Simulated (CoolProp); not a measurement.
Vapour pressure (MPa) of cyclopropane: the reference equation beside estimates from Tc = 398.7 K, pc = 5.605 MPa, ω = 0.131.

Computed with CoolProp (reference Helmholtz-energy equation of state, Polt 1992). This equation is an older, rougher fit; its heat capacities, sound speeds and derivatives of the liquid may be far off and weren't checked against measurements.

```tsv
T (K)	reference	Lee-Kesler	van der Waals	Soave-Redlich-Kwong
310.3	0.9922	0.9916	1.890	0.9961
315.8	1.135	1.134	2.052	1.141
321.2	1.288	1.288	2.220	1.297
326.7	1.460	1.460	2.399	1.472
332.2	1.648	1.647	2.587	1.663
337.6	1.849	1.848	2.780	1.867
343.1	2.072	2.070	2.986	2.094
348.5	2.309	2.306	3.198	2.335
354	2.570	2.566	3.422	2.600
```

Absolute difference from the reference over all 9 rows, mean and median: Lee-Kesler 0.1 and 0.1 %, van der Waals 59.0 and 57.0 %, Soave-Redlich-Kwong 0.9 and 0.9 %.
